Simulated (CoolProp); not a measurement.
Vapour-liquid equilibrium of acetone (1) + dimethyl carbonate (2) at 1.04 MPa; x and y are mole fractions of (1).

Computed with CoolProp (multi-fluid Helmholtz-energy mixture model, Lemmon 2006 and Zhou 2011; pair parameters Bell 2016).

| x | bubble temperature (K) | y at the bubble point | dew temperature at overall composition x (K) | liquid density (mol/L) |
|---|---|---|---|---|
| 0.05 | 456.0 | 0.092 | 457.3 | 9.202 |
| 0.125 | 451.9 | 0.214 | 454.9 | 9.333 |
| 0.2 | 448.1 | 0.320 | 452.3 | 9.462 |
| 0.275 | 444.7 | 0.414 | 449.7 | 9.588 |
| 0.35 | 441.5 | 0.498 | 447.0 | 9.713 |
| 0.425 | 438.4 | 0.576 | 444.3 | 9.837 |
| 0.5 | 435.5 | 0.646 | 441.4 | 9.962 |
| 0.575 | 432.7 | 0.712 | 438.5 | 10.09 |
| 0.65 | 430.0 | 0.772 | 435.4 | 10.21 |
| 0.725 | 427.4 | 0.829 | 432.2 | 10.34 |
| 0.8 | 424.9 | 0.881 | 428.8 | 10.46 |
| 0.875 | 422.4 | 0.929 | 425.2 | 10.59 |
| 0.95 | 420.0 | 0.973 | 421.3 | 10.71 |

No azeotrope shows between x = 0.05 and 0.95.

The pair parameters rest on a limited set of measurements; away from them the model extrapolates.
